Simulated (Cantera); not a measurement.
A Cantera script and its output.

```python
import numpy as np
import cantera as ct

gas = ct.Solution("gri30.yaml")
gas.TPX = 1150, 100000, {'N2O': 1, 'H2O': 0.05, 'N2': 0.047}
inlet = ct.Reservoir(gas, clone=True)

reactor = ct.IdealGasConstPressureReactor(gas, energy="off", clone=False)
exhaust = ct.Reservoir(gas, clone=True)
tau = [16, 5.1, 1.6, 0.52, 0.17, 0.053, 0.017, 0.0055, 0.0018][0]
for a, b in ((inlet, reactor), (reactor, exhaust)):
    ct.MassFlowController(a, b, mdot=lambda t: reactor.mass / tau)
net = ct.ReactorNet([reactor])
show = ['N2O', 'H2O', 'OH', 'O', 'NO2', 'H', 'O2']

rows = []
print(f"{'tau/s':>10s}{'T/K':>9s}" + "".join(f"{s:>11s}" for s in show))
for tau in [16, 5.1, 1.6, 0.52, 0.17, 0.053, 0.017, 0.0055, 0.0018]:
    net.initial_time = 0.0
    net.advance(30 * tau)
    before = gas.X
    net.advance(40 * tau)
    drift = np.max(np.abs(gas.X - before) / (gas.X + 1e-9))
    rows.append([gas.T, *gas[show].X, drift])
    print(f"{tau:10.3e}{gas.T:9.1f}" + "".join(f"{x:11.3e}" for x in gas[show].X))
```

Output:

```
     tau/s      T/K        N2O        H2O         OH          O        NO2          H         O2
 1.600e+01   1150.0  1.677e-01  3.394e-02  7.923e-06  3.460e-07  4.837e-04  2.701e-10  2.441e-01
 5.100e+00   1150.0  3.508e-01  3.681e-02  9.654e-06  4.856e-07  5.969e-04  3.942e-10  1.819e-01
 1.600e+00   1150.0  5.864e-01  4.049e-02  1.103e-05  6.131e-07  6.396e-04  5.188e-10  1.045e-01
 5.200e-01   1150.0  7.654e-01  4.329e-02  1.137e-05  7.010e-07  5.834e-04  6.180e-10  4.664e-02
 1.700e-01   1150.0  8.565e-01  4.472e-02  1.050e-05  7.642e-07  4.347e-04  7.013e-10  1.742e-02
 5.300e-02   1150.0  8.934e-01  4.529e-02  8.801e-06  8.191e-07  2.393e-04  7.780e-10  5.689e-03
 1.700e-02   1150.0  9.056e-01  4.548e-02  7.048e-06  8.574e-07  9.358e-05  8.097e-10  1.847e-03
 5.500e-03   1150.0  9.096e-01  4.554e-02  5.452e-06  8.746e-07  2.450e-05  7.546e-10  5.970e-04
 1.800e-03   1150.0  9.109e-01  4.557e-02  3.965e-06  8.775e-07  3.930e-06  6.110e-10  1.930e-04
```

Computed with Cantera and GRI-Mech 3.0 (53 species, 325 reactions). GRI-Mech 3.0 was tuned for natural gas; its chemistry of N2O as a main component is partial and can be far from experiment. The mechanism lacks the step 2 NO + O2 → 2 NO2, which can matter for NO2 below about 1400 K. The temperature is held fixed by assumption; the heat of reaction is taken as removed at once.
